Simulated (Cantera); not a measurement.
An adiabatic, constant-pressure homogeneous reactor starts with CH4 : O2 : N2 = 1 : 2.15 : 8.09 (molar parts), at 1350 K and 0.840 bar.

Cantera simulation using GRI-Mech 3.0 (53 species, 325 reactions); the numbers are that mechanism's predictions, not measurements.

Task: Predict: time of steepest temperature rise; temperature at 0.300 s; equilibrium temperature; x(O2) at 0.300 s; x(N2O) at 0.300 s.

Result: 
- time of steepest temperature rise = 6.92 ms
- temperature at 0.300 s = 2646 K
- equilibrium temperature = 2646 K
- x(O2) at 0.300 s = 0.0242 (gas-phase equilibrium 0.0242)
- x(N2O) at 0.300 s = 4.47e-7 (gas-phase equilibrium 4.47e-7)
